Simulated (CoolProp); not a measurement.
The fluoroketone C6F12O (FK-5-1-12) along the isotherm 234.9 K: Z from the reference equation and from simpler models built on Tc = 441.8 K, pc = 1869 kPa, ω = 0.471; each cubic takes its own stable root.

Computed with CoolProp (reference Helmholtz-energy equation of state, McLinden 2015).

```
p (kPa)   phase  reference
-------  ------  ---------
77.9     liquid   0.007077
156      liquid    0.01417
234      liquid    0.02125
312      liquid    0.02834
389      liquid    0.03533
467      liquid    0.04241
545      liquid    0.04948
623      liquid    0.05656
701      liquid    0.06363
779      liquid    0.07071
857      liquid    0.07778
935      liquid    0.08485
```

Task: How far does each simpler model (van der Waals, Redlich-Kwong, Soave-Redlich-Kwong, Peng-Robinson) lie from the reference over these 12 states: mean and median of the absolute difference, and the worst?

Result: 
- van der Waals: mean 71.5 %, median 71.5 %, worst +72.1 % at 234.9 K and 77.9 kPa
- Redlich-Kwong: mean 15.9 %, median 15.9 %, worst +16.1 % at 234.9 K and 77.9 kPa
- Soave-Redlich-Kwong: mean 10.6 %, median 10.6 %, worst +10.7 % at 234.9 K and 77.9 kPa
- Peng-Robinson: mean 1.6 %, median 1.6 %, worst -1.6 % at 234.9 K and 935 kPa
